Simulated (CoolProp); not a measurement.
Vapour-liquid equilibrium of R134a (1) + R236FA (2) at 2.85 °C; x and y are mole fractions of (1).

Model: multi-fluid Helmholtz-energy mixture model, Tillner-Roth 1994 and Pan 2012; pair parameters Bell 2016, in CoolProp.

Question: Give the bubble pressure and the first vapour's composition at x = 0.5, 0.8, 0.95. Is there an azeotrope?

Answer: x = 0.5: 2.190 bar, y = 0.711; x = 0.8: 2.813 bar, y = 0.908; x = 0.95: 3.134 bar, y = 0.979. No azeotrope shows between x = 0.05 and 0.95.

Pair parameters are fitted to limited data, so mixtures are less certain than the pure fluids.
